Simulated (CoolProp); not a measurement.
Vapour-liquid equilibrium of CHF3 (R23) (1) + CH2F2 (R32) (2) at 12.8 bar; x and y are mole fractions of (1).

Values from CoolProp's multi-fluid Helmholtz-energy mixture model, Penoncello 2003 and Tillner-Roth 1997; pair parameters Bell 2016.

Give the bubble temperature and the first vapour's composition at x = 0.35, 0.65, 0.8. Is there an azeotrope?

x = 0.35: 271.0 K, y = 0.566; x = 0.65: 260.2 K, y = 0.822; x = 0.8: 255.7 K, y = 0.909. No azeotrope shows between x = 0.05 and 0.95.

The pair parameters rest on a limited set of measurements; away from them the model extrapolates.
